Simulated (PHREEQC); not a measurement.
Make-up at 74 °C: 1.6 mol/kgw KCl, 0.07 mol/kgw MgSO4 and 0.00115 mol/kgw H4SiO4. Closed to the air; pH follows from the charge balance.

Equilibrium calculation in PHREEQC: Pitzer model, pitzer.dat.

Problem. The ionic strength comes out as 1.88 mol/kgw. What activity coefficients do H3SiO4-, SO4-2, Cl-, HSO4-, K+ get?

Solution. H3SiO4- 0.35, SO4-2 0.039, Cl- 0.58, HSO4- 0.43, K+ 0.56. Single-ion values are on the MacInnes scale.

This is a speciation only: nothing precipitates in the calculation. In brines, pH and single-ion activities rest on the MacInnes convention. Constants without temperature data keep their 25 °C values here.
